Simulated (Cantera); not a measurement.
A closed system holds: 1 mol BF3, 2.5 mol O2, 2.1 mol N2, at 1673 K and 31.0 Pa.

Cantera equilibrium calculation (NASA polynomials, part measured and part estimated; ideal gas, pure solids and liquids). Kinetics and transport are ignored.

```json
[
 {"species": "O2", "before": "0.441", "after": "0.445"},
 {"species": "N2", "before": "0.372", "after": "0.374"},
 {"species": "BF3", "before": "0.175", "after": "0.178"},
 {"species": "F", "before": "0.00583", "after": "0.000599"},
 {"species": "O", "before": "0.00126", "after": "0.000106"},
 {"species": "BOF", "before": "0.00291", "after": "0.000297"},
 {"species": "BOF2", "before": "1.60e-5", "after": "3.74e-6"},
 {"species": "NO", "before": "0.00260", "after": "0.00107"}
]
```
Gas species are given as mole fractions.

Question: Name the change that produced these shifts.
A. temperature from 1673 K to 2025 K
B. pressure from 31.0 Pa to 13.3 mbar
C. pressure from 31.0 Pa to 1.33 mbar
D. temperature from 1673 K to 1473.15 K

Answer: D, temperature from 1673 K to 1473.15 K
